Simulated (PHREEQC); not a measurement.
A PHREEQC speciation (ion-association model, wateq4f.dat) at 45 °C gives pH 7.41 and these molalities:

| species | mol/kgw |
|---|---|
| Zn+2 | 0.0918 |
| ZnSO4 | 0.0820 |
| SO4-2 | 0.0634 |
| Zn(SO4)2-2 | 0.0321 |
| Na+ | 0.00408 |
| ZnOH+ | 0.00381 |
| NaSO4- | 0.000322 |
| Cl- | 0.000199 |
| Zn(OH)2 | 0.000178 |
| ZnCl+ | 2.88e-5 |
| ZnOHCl | 2.39e-6 |
| OH- | 1.55e-6 |
| HSO4- | 1.25e-7 |
| H+ | 5.10e-8 |

Problem. What are the element totals, and what could have been dissolved in 1 kg of water to give them?

Solution. Several could match; the one computed here: totals Cl 0.000230, Na 0.00440, S(6) 0.210, Zn 0.210 mol/kgw, from 0.21 mol ZnSO4, 0.0044 mol NaOH and 0.00023 mol HCl per kg of water.

No solid was allowed to form. Saturation is exceeded, for instance for Zincite(c) (slow to form); the values hold only as long as no solid forms. At this temperature some constants are extrapolated from 25 °C, and those without enthalpy data are left unchanged.
